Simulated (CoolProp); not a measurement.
Vapour-liquid equilibrium of R245fa (1) + n-pentane (2) at 69.15 °C; x and y are mole fractions of (1).

Computed with CoolProp (multi-fluid Helmholtz-energy mixture model, Akasaka 2015 and Thol 2019; pair parameters Bell 2016).

```csv
x,bubble pressure (MPa),y at the bubble point,dew pressure at overall composition x (MPa),liquid density (mol/L)
0.05,0.3826,0.285,0.2915,7.958
0.125,0.4896,[?],0.3158,7.956
0.2,0.5550,0.538,0.3441,7.960
0.275,0.5951,0.583,0.3775,7.974
0.35,0.6203,0.612,0.4173,[?]
0.425,0.6373,0.635,0.4652,8.037
0.5,0.6494,0.655,0.5225,8.093
0.575,0.6585,0.675,0.5882,8.168
0.65,0.6649,0.699,0.6469,8.263
0.725,0.6678,0.729,0.6677,[?]
0.8,0.6651,0.769,0.6597,8.523
0.875,0.6533,0.827,0.6392,8.687
0.95,0.6263,[?],0.6137,8.872
```

Problem. What belongs in the gaps?

Solution. 
- 0.125, y at the bubble point: 0.459
- 0.35, liquid density (mol/L): 7.998
- 0.725, liquid density (mol/L): 8.382
- 0.95, y at the bubble point: 0.914

y crosses x between x = 0.725 and 0.8: the model has an azeotrope there.

The pair parameters rest on a limited set of measurements; away from them the model extrapolates. With so large a gap from Raoult's law the liquid may split in two, which this calculation doesn't test in full.
